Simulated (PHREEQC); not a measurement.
Make-up at 25 °C: 0.26 mol/kgw KH2PO4, 0.0018 mol/kgw NaOH and 3.7e-05 mol/kgw ZnSO4. Closed to the air; pH follows from the charge balance.

Equilibrium calculation in PHREEQC: ion-association model, wateq4f.dat.

This is a speciation only: nothing precipitates in the calculation.

Question: Order these S species by the share of S that they hold, largest first: SO4-2, NaSO4-, KSO4-.

Answer: SO4-2 (69 %), KSO4- (31 %), NaSO4- (0.16 %)

The pH is 4.69 and the ionic strength 0.264 mol/kgw. H3PO4, which wateq4f.dat lacks, is added to it with the constant of phreeqc.dat. The database has no phosphate complexes of Zn.
